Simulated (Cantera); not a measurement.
A freely propagating, adiabatic, planar premixed flame of 48.3 % H₂, 11.5 % O₂, 40.2 % N₂, equivalence ratio 2.1, unburnt at 375 K and 0.560 bar; mixture-averaged transport, grid criteria slope 0.08 and curve 0.16, no radiation.

Detailed kinetics in Cantera: the H2/O2 subset of GRI-Mech 3.0, which has no nitrogen chemistry. Burning velocities carry a grid error of a few per cent, more on coarse grids.

x: mole fraction of selected species; z is measured from the peak of heat release.

```csv
z (mm),T (K),u (m/s),x H₂,x O₂,x H,x H₂O,x HO₂,x H₂O₂
-2.38,375,4.19,0.483,0.115,<1e-8,<1e-8,<1e-8,<1e-8
-1.59,375,4.19,0.483,0.115,<1e-8,<1e-8,<1e-8,<1e-8
-1.19,375,4.19,0.483,0.115,<1e-8,<1e-8,<1e-8,<1e-8
-0.795,375,4.19,0.483,0.115,<1e-8,3.66e-8,2.70e-8,<1e-8
-0.397,395,4.39,0.479,0.115,[?],[?],[?],[?]
-0.199,686,7.41,0.443,0.108,0.00762,0.0232,0.000143,3.91e-5
0,[?],11.6,[?],[?],[?],[?],[?],[?]
0.199,1375,14.3,0.257,0.0212,0.0838,0.201,1.31e-5,6.01e-7
0.397,1491,15.5,0.233,0.00385,0.0899,0.236,2.28e-6,3.55e-7
0.795,1598,16.5,0.236,0.000520,0.0800,0.244,2.98e-7,2.59e-7
1.59,1707,17.5,0.245,0.000327,0.0649,0.246,1.83e-7,1.73e-7
3.18,1818,18.4,0.255,0.000212,0.0492,0.249,1.20e-7,9.75e-8
6.36,1916,19.3,0.264,0.000117,0.0348,0.252,7.11e-8,4.94e-8
```

Question: Fill in the missing entries.

Answer: 
- -0.397, x H: 3.74e-5
- -0.397, x H₂O: 0.000429
- -0.397, x HO₂: 0.000164
- -0.397, x H₂O₂: 8.41e-6
- 0, T (K): 1105
- 0, x H₂: 0.348
- 0, x O₂: 0.0740
- 0, x H: 0.0461
- 0, x H₂O: 0.101
- 0, x HO₂: 4.92e-5
- 0, x H₂O₂: 1.53e-6
